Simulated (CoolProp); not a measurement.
Vapour-liquid equilibrium of n-hexane (1) + o-xylene (2) at 0.227 MPa; x and y are mole fractions of (1).

Computed with CoolProp (multi-fluid Helmholtz-energy mixture model, Thol 2019 and Zhou 2012; pair parameters Bell 2016).

Q: Give the bubble temperature and the first vapour's composition at x = 0.05, 0.2, 0.65. Is there an azeotrope?

A: x = 0.05: 167.6 °C, y = 0.229; x = 0.2: 144.8 °C, y = 0.615; x = 0.65: 111.0 °C, y = 0.927. No azeotrope shows between x = 0.05 and 0.95.

Pair parameters are fitted to limited data, so mixtures are less certain than the pure fluids.
